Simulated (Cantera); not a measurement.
## Equilibrium for silicon carbide growth: Si(CH3)4 + C2H2 + H2

Charge: 1 mol Si(CH3)4, 0.0063 mol C2H2, 250 mol H2, held at 13.3 mbar.

Method: chemical equilibrium by Gibbs-energy minimisation in Cantera with the NASA 1993 tables (ideal gas, pure condensed phases). Candidate condensed phases: C, C6H6, C7H8, C8H18, Si, SiC; 87 gas species. Gases not in the tables: Si2H6 and higher silanes. Rates play no part.

From 1025 K to 2075 K the condensed part is C(graphite) + SiC(s). From 2225 K to 2375 K the condensed part is C(graphite).

```csv
T (K),x H2,x H,x C2H2 (acetylene),x Si,x CH4,n C(graphite),n SiC(s)
1025,0.999,3.77e-8,2.21e-9,<1e-12,0.000978,2.76,1.00
1175,1.000,1.06e-6,6.37e-8,<1e-12,0.000255,2.95,1.00
1325,1.000,1.42e-5,8.51e-7,2.38e-11,8.95e-5,2.99,1.00
1475,1.000,0.000112,6.67e-6,2.85e-9,3.87e-5,3.00,1.000
1625,0.999,0.000611,3.55e-5,1.40e-7,1.96e-5,2.99,1.000
1775,0.997,0.00250,0.000142,3.53e-6,1.11e-5,2.94,0.999
1925,0.991,0.00824,0.000454,5.36e-5,6.84e-6,2.79,0.983
2075,0.975,0.0228,0.00121,0.000547,4.45e-6,2.53,0.827
2225,0.939,0.0544,0.00276,0.00301,2.93e-6,2.34,0
2375,0.877,0.114,0.00544,0.00295,1.90e-6,0.705,0
```
x: gas mole fraction; n: condensed amount in mol.
